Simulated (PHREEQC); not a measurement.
Make-up at 25 °C: 0.00086 mol/kgw HF and 5.8e-05 mol/kgw NaF. Closed to the air; pH follows from the charge balance.

The numbers come from PHREEQC with the ion-association model, phreeqc.dat.

| Quantity | Value |
|---|---|
| pH | 3.33 |
| ionic strength | 0.000543 mol/kgw |
| specific conductance | 198 µS/cm |
| total alkalinity | -0.860 meq/kg |

```csv
species,molality,activity,log γ
F-,0.000542,0.000528,-0.012
H+,0.000485,0.000473,-0.011
HF,0.000374,0.000374,0.000
Na+,5.80e-5,5.65e-5,-0.011
HF2-,7.79e-7,7.58e-7,-0.012
NaF,1.72e-8,1.72e-8,0.000
```

No solid was allowed to form.
